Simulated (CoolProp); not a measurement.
The numbers come from the reference Helmholtz-energy equation of state, Pan 2012 in CoolProp.

Give the vapour pressure (bar), liquid viscosity (µPa s), liquid conductivity (mW/(m K)) of saturated R236FA at 258.1, 277.9 K.


```json
[
 {"T (K)": "258.1", "p (bar)": "0.556", "liquid viscosity (µPa s)": "492", "liquid conductivity (mW/(m K))": "85.2"},
 {"T (K)": "277.9", "p (bar)": "1.30", "liquid viscosity (µPa s)": "372", "liquid conductivity (mW/(m K))": "79.1"}
]
```

Viscosity comes from a separate model (Huber 2003), an estimate that may be off by 10 % or more. Thermal conductivity comes from a separate model (Huber 2003), an estimate that may be off by 10 % or more.
